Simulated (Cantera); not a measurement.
# NO annealing gas

An isothermal, constant-pressure homogeneous reactor starts with 17.5 % NO, 82.5 % N₂, at 1975 K and 10.00 Torr.

Model: GRI-Mech 3.0 (53 species, 325 reactions), integrated in Cantera. Radical loss at walls, strong at low pressure, is not modelled.

```json
[
 {"t (s)": "7.00e-5", "x NO": "0.175", "x O₂": "3.05e-12", "x NO₂": "2.69e-12", "x N₂": "0.825", "x N₂O": "2.77e-8", "x O": "2.78e-8"},
 {"t (s)": "0.000310", "x NO": "0.175", "x O₂": "6.03e-11", "x NO₂": "5.23e-11", "x N₂": "0.825", "x N₂O": "1.22e-7", "x O": "1.23e-7"},
 {"t (s)": "0.00137", "x NO": "0.175", "x O₂": "1.19e-9", "x NO₂": "9.69e-10", "x N₂": "0.825", "x N₂O": "5.32e-7", "x O": "5.52e-7"},
 {"t (s)": "0.00605", "x NO": "0.175", "x O₂": "2.40e-8", "x NO₂": "1.55e-8", "x N₂": "0.825", "x N₂O": "2.21e-6", "x O": "2.58e-6"},
 {"t (s)": "0.0268", "x NO": "0.175", "x O₂": "5.43e-7", "x NO₂": "1.67e-7", "x N₂": "0.825", "x N₂O": "7.46e-6", "x O": "1.36e-5"},
 {"t (s)": "0.118", "x NO": "0.175", "x O₂": "1.45e-5", "x NO₂": "1.05e-6", "x N₂": "0.825", "x N₂O": "1.33e-5", "x O": "7.62e-5"},
 {"t (s)": "0.523", "x NO": "0.175", "x O₂": "0.000308", "x NO₂": "2.96e-6", "x N₂": "0.825", "x N₂O": "1.25e-5", "x O": "0.000262"},
 {"t (s)": "2.31", "x NO": "0.169", "x O₂": "0.00280", "x NO₂": "4.69e-6", "x N₂": "0.827", "x N₂O": "1.11e-5", "x O": "0.000401"},
 {"t (s)": "10.2", "x NO": "0.141", "x O₂": "0.0169", "x NO₂": "8.19e-6", "x N₂": "0.842", "x N₂O": "6.85e-6", "x O": "0.000696"},
 {"t (s)": "45.2", "x NO": "0.0407", "x O₂": "0.0667", "x NO₂": "4.74e-6", "x N₂": "0.891", "x N₂O": "4.99e-7", "x O": "0.00125"},
 {"t (s)": "200", "x NO": "0.00507", "x O₂": "0.0844", "x NO₂": "6.67e-7", "x N₂": "0.909", "x N₂O": "3.46e-8", "x O": "0.00139"}
]
```
x: mole fraction; the columns are a selection and need not sum to one.

Equilibrium at this temperature and pressure: NO 0.00489, O₂ 0.0845, NO₂ 6.43e-7, N₂ 0.909, N₂O 3.42e-8, O 0.00140 (gas phase only).
